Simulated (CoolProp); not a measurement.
Vapour-liquid equilibrium of R22 (1) + R134a (2) at 257.9 K; x and y are mole fractions of (1).

Model: multi-fluid Helmholtz-energy mixture model, Kamei 1995 and Tillner-Roth 1994; pair parameters Bell 2016, in CoolProp.

| x | bubble pressure, mixture model (bar) | bubble pressure, Raoult's law (bar) | y, mixture model | y, Raoult's law |
|---|---|---|---|---|
| 0.05 | 1.709 | 1.688 | 0.095 | 0.087 |
| 0.15 | 1.872 | 1.819 | 0.253 | 0.242 |
| 0.25 | 2.022 | 1.951 | 0.383 | 0.376 |
| 0.35 | 2.163 | 2.082 | 0.493 | 0.493 |
| 0.45 | 2.296 | 2.213 | 0.589 | 0.597 |
| 0.55 | 2.422 | 2.344 | 0.675 | 0.689 |
| 0.65 | 2.543 | 2.475 | 0.754 | 0.771 |
| 0.75 | 2.659 | 2.607 | 0.828 | 0.844 |
| 0.85 | 2.771 | 2.738 | 0.899 | 0.911 |
| 0.95 | 2.881 | 2.869 | 0.967 | 0.972 |

The largest gap from Raoult's law is +3.9 % in bubble pressure, at x = 0.35. No azeotrope shows between x = 0.05 and 0.95.

Pair parameters are fitted to limited data, so mixtures are less certain than the pure fluids.
